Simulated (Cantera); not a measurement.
An adiabatic, constant-volume homogeneous reactor starts with CO : H2 : O2 : N2 = 1 : 0.27 : 0.397 : 1.49 (molar parts), equivalence ratio 1.6, at 1250 K and 380000 Pa. Integrator tolerance rtol = 1e-08.

Cantera simulation using GRI-Mech 3.0 (53 species, 325 reactions); the numbers are that mechanism's predictions, not measurements. The hydrogen kinetics of GRI-Mech 3.0 are dated; newer H2 mechanisms differ, most at raised pressure. Above 3000 K some thermodynamic fits are extrapolated.

Q: What does this change do: 0.063 parts H2O added?

A: 
| quantity | before | after |
|---|---|---|
| time of steepest temperature rise | 16.9 µs | 18.4 µs |
| temperature at 4.00 s | 3023 K | 2994 K |
| equilibrium temperature | 3023 K | 2994 K |
| x(CO) at 4.00 s | 0.193 (gas-phase equilibrium 0.193) | 0.185 (gas-phase equilibrium 0.185) |
| x(H2) at 4.00 s | 0.0120 (gas-phase equilibrium 0.0120) | 0.0142 (gas-phase equilibrium 0.0142) |
| x(O2) at 4.00 s | 0.0106 (gas-phase equilibrium 0.0106) | 0.00967 (gas-phase equilibrium 0.00967) |
| x(H2O2) at 4.00 s | 3.88e-7 (gas-phase equilibrium 3.88e-7) | 4.37e-7 (gas-phase equilibrium 4.37e-7) |
| x(NO2) at 4.00 s | 3.30e-6 (gas-phase equilibrium 3.30e-6) | 2.92e-6 (gas-phase equilibrium 2.92e-6) |

Q: What does this change do: pressure from 380000 Pa to 500000 Pa?

A: 
| quantity | before | after |
|---|---|---|
| time of steepest temperature rise | 16.9 µs | 14.2 µs |
| temperature at 4.00 s | 3023 K | 3047 K |
| equilibrium temperature | 3023 K | 3047 K |
| x(CO) at 4.00 s | 0.193 (gas-phase equilibrium 0.193) | 0.192 (gas-phase equilibrium 0.192) |
| x(H2) at 4.00 s | 0.0120 (gas-phase equilibrium 0.0120) | 0.0118 (gas-phase equilibrium 0.0118) |
| x(O2) at 4.00 s | 0.0106 (gas-phase equilibrium 0.0106) | 0.00989 (gas-phase equilibrium 0.00989) |
| x(H2O2) at 4.00 s | 3.88e-7 (gas-phase equilibrium 3.88e-7) | 4.51e-7 (gas-phase equilibrium 4.51e-7) |
| x(NO2) at 4.00 s | 3.30e-6 (gas-phase equilibrium 3.30e-6) | 3.59e-6 (gas-phase equilibrium 3.59e-6) |
